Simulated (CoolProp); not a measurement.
R22 along the isobar 6.8 MPa: Z from the reference equation and from simpler models built on Tc = 369.3 K, pc = 4.990 MPa, ω = 0.221; each cubic takes its own stable root.

Model: reference Helmholtz-energy equation of state, Kamei 1995, in CoolProp.

```csv
T (K),phase,reference,van der Waals,Redlich-Kwong,Soave-Redlich-Kwong
212.7,liquid,0.2251,0.3684,0.2526,0.2476
253.7,liquid,0.2045,0.3300,0.2305,0.2244
294.8,liquid,0.1944,0.3092,0.2224,0.2155
335.8,liquid,0.1966,0.3061,0.2316,0.2250
376.9,supercritical,0.2464,0.3405,0.2967,0.3040
417.9,supercritical,0.6246,0.5726,0.6059,0.6492
459,supercritical,0.7652,0.7174,0.7429,0.7862
500,supercritical,0.8415,0.7931,0.8175,0.8614
```
